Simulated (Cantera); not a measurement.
Cantera run, input and output.

```python
import numpy as np
import cantera as ct

gas = ct.Solution("gri30.yaml")
gas.TPX = 848, 50000, {'H2': 1.8, 'O2': 1, 'N2': 3.5}
reactor = ct.IdealGasConstPressureReactor(gas, energy="off", clone=False)
net = ct.ReactorNet([reactor])
net.rtol, net.atol = 1e-08, 1e-18
show = ['H2', 'O2', 'HO2', 'H', 'NO']
times = np.geomspace(2e-06, 9, 9)

steps = ct.SolutionArray(gas, extra=["t"])
rows = []
print(f"{'t/s':>10s}{'T/K':>9s}{'P/Pa':>11s}" + "".join(f"{s:>11s}" for s in show))
for t in times:
    while net.time < t:
        t_next = net.step()
        steps.append(gas.state, t=t_next)
    rows.append([np.interp(t, steps.t, y) for y in (steps.T, steps.P, *steps(*show).X.T)])
    print(f"{t:10.3e}{rows[-1][0]:9.1f}{rows[-1][1]:11.4g}" + "".join(f"{x:11.3e}" for x in rows[-1][2:]))
rate = np.gradient(steps.T, steps.t)
print("integrator steps:", len(steps.t))
if steps.T.max() > steps.T[0] + 200:
    print(f"time of steepest temperature rise: {steps.t[rate.argmax()]:.4e} s")
gas.TPX = 848, 50000, {'H2': 1.8, 'O2': 1, 'N2': 3.5}
gas.equilibrate("TP")
print(f"equilibrium (TP): T = {gas.T:.1f} K  " + "  ".join(f"{s} {gas[s].X[0]:.3e}" for s in show))
```

Output:

```
       t/s      T/K       P/Pa         H2         O2        HO2          H         NO
 2.000e-06    848.0      5e+04  2.857e-01  1.587e-01  2.550e-13  2.294e-13  4.586e-32
 1.357e-05    848.0      5e+04  2.857e-01  1.587e-01  2.131e-12  1.257e-12  2.460e-29
 9.212e-05    848.0      5e+04  2.857e-01  1.587e-01  2.406e-11  4.018e-12  4.617e-27
 6.252e-04    848.0      5e+04  2.857e-01  1.587e-01  2.174e-10  4.731e-12  9.433e-26
 4.243e-03    848.0      5e+04  2.857e-01  1.587e-01  1.575e-09  5.384e-12  8.282e-25
 2.879e-02    848.0      5e+04  2.857e-01  1.587e-01  1.271e-08  1.091e-11  1.341e-23
 1.954e-01    848.0      5e+04  2.857e-01  1.587e-01  3.640e-07  2.056e-10  8.994e-21
 1.326e+00    848.0      5e+04  2.853e-01  1.584e-01  9.319e-06  2.034e-08  6.986e-17
 9.000e+00    848.0      5e+04  2.432e-01  1.374e-01  1.935e-05  6.700e-08  4.050e-14
integrator steps: 570
equilibrium (TP): T = 848.0 K  H2 1.474e-12  O2 1.852e-02  HO2 1.317e-11  H 3.289e-17  NO 1.181e-06
```

Model: GRI-Mech 3.0 (53 species, 325 reactions), integrated in Cantera. Below about 950 K walls govern HO2 and H2O2 in real vessels. The temperature is held fixed by assumption; the heat of reaction is taken as removed at once.
